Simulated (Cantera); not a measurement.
Cantera run:

```python
import numpy as np
import cantera as ct

gas_names = [...]  # 136 gases of nasa_gas.yaml made of C, H, N, O
cond_names = """
    C(gr) C6H6(L) C7H8(L) C8H18(L),n-octa H2O(s) H2O(L)
""".split()


# ... load() reads the species with a 1 bar reference pressure and builds the phases ...
atoms = {
    'toluene': {'C': 7, 'H': 8},
    'O2': {'O': 2},
    'N2': {'N': 2},
}
top_T = {'C(gr)': 4500}  # K; cautious upper limits of use, not melting points


# ... equilibrate(T, P, feed) seeds the gas with the atoms and calls Mixture.equilibrate('TP', solver="vcs", rtol=1e-11, max_steps=5000) ...
results = []
feed = {'toluene': 1, 'O2': 1.1, 'N2': 37}  # mol
P = 100000  # Pa
for T in [973, 1173, 1373, 1573, 1773, 1973, 2173, 2373, 2573, 2773, 2973]:
    mix = equilibrate(T, P, feed)
    results.append((T, P, feed, dict(zip(mix.species_names, mix.species_moles))))

top = {s: max(r[3][s] / sum(r[3][g] for g in gas_names) for r in results) for s in gas_names}
cols = sorted((s for s in top if top[s] > 0.001), key=lambda s: -top[s])[:5]
seen = [c for c in cond_names if any(r[3].get(c, 0) > 1e-12 for r in results)]
print("log10 of partial pressures in bar; condensed amounts in mol")
print(f"{'T/K':>10s}" + "".join(f"{s[:9]:>10s}" for s in cols + seen))
for T, P, feed, n in results:
    ng = sum(n[g] for g in gas_names)
    print(f"{T:10.4g}" + "".join(f"{np.log10(max(n[s] / ng * P / 1e5, 1e-99)):10.3f}" for s in cols)
          + "".join(f"{n.get(c, 0):10.4g}" for c in seen))
```

It prints:

```
log10 of partial pressures in bar; condensed amounts in mol
       T/K        N2        H2        CO       HCN         H     C(gr)
       973    -0.065    -1.053    -1.349    -6.037    -9.492     4.949
      1173    -0.067    -1.036    -1.296    -4.812    -7.446     4.802
      1373    -0.067    -1.034    -1.293    -3.952    -5.995     4.794
      1573    -0.067    -1.035    -1.293    -3.314    -4.908     4.778
      1773    -0.068    -1.037    -1.293    -2.822    -4.065     4.731
      1973    -0.068    -1.044    -1.293    -2.434    -3.392     4.627
      2173    -0.070    -1.058    -1.293    -2.123    -2.845     4.432
      2373    -0.072    -1.083    -1.294    -1.873    -2.397     4.114
      2573    -0.076    -1.128    -1.295    -1.675    -2.028     3.652
      2773    -0.081    -1.200    -1.297    -1.524    -1.729     3.052
      2973    -0.088    -1.309    -1.301    -1.418    -1.492      2.31
```

Cantera equilibrium calculation (NASA polynomials, part measured and part estimated; ideal gas, pure solids and liquids).
